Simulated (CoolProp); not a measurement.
Vapour-liquid equilibrium of sulfur hexafluoride (1) + CH2F2 (R32) (2) at -0.05 °C; x and y are mole fractions of (1).

Model: multi-fluid Helmholtz-energy mixture model, Guder 2009 and Tillner-Roth 1997; pair parameters Bell 2016, in CoolProp.

```tsv
x	bubble pressure, mixture model (kPa)	bubble pressure, Raoult's law (kPa)	y, mixture model	y, Raoult's law
0.05	(withheld)	833.7	0.246	0.075
0.2	(withheld)	899.4	0.470	0.278
0.35	(withheld)	965.2	(withheld)	0.453
0.5	(withheld)	1031	(withheld)	0.606
0.65	1660	1097	0.624	0.741
0.8	1602	1162	(withheld)	0.860
0.95	1387	1228	(withheld)	0.967
```

Task: What belongs in the gaps?

Result: 
- 0.05, bubble pressure, mixture model (kPa): 1079
- 0.2, bubble pressure, mixture model (kPa): 1479
- 0.35, bubble pressure, mixture model (kPa): 1604
- 0.35, y, mixture model: 0.535
- 0.5, bubble pressure, mixture model (kPa): 1651
- 0.5, y, mixture model: 0.575
- 0.8, y, mixture model: 0.707
- 0.95, y, mixture model: 0.885

The largest gap from Raoult's law is +66.2 % in bubble pressure, at x = 0.35. y crosses x between x = 0.5 and 0.65: the model has an azeotrope there.

Pair parameters are fitted to limited data, so mixtures are less certain than the pure fluids. With so large a gap from Raoult's law the liquid may split in two, which this calculation doesn't test in full.
